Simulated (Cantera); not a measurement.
Charge: 1 mol TiO2, 1.5 mol CO, 0.15 mol H2, held at 1675 K and 110000 Pa.

Equilibrium computed with Cantera from the NASA thermochemical tables; the gas is ideal and each condensed phase is pure. Candidate condensed phases: C, C6H6, C7H8, C8H18, H2O, Ti, TiC, TiO, TiO2, Ti2O3, Ti3O5, Ti4O7; 113 gas species. Mutual solubility and eutectic melting of coexisting phases are not modelled. Condensed phases not in the tables: Magnéli phases beyond Ti4O7. The numbers say what is thermodynamically allowed, not how fast it happens.

Base state: CO 0.895, H2 0.0865, CO2 0.0138, H2O 0.00443, H 3.26e-5 (mole fractions); condensed: TiO2(rutile) + Ti4O7(s).

### Question
What changes in the equilibrium state with this change: temperature from 1675 K to 2500 K?

### Answer
```tsv
species	before	after
CO	0.895	0.796
CO2	0.0138	0.110
H2	0.0865	0.0472
H2O	0.00443	0.0403
TiO2	<1e-9	0.000103
O	<1e-9	6.69e-5
O2	<1e-9	2.34e-5
OH	8.06e-8	0.000921
H	3.26e-5	0.00521
TiO2(rutile), mol	0.880	0
Ti4O7(s), mol	0.0301	0
Ti4O7(l), mol	0	0.250
```
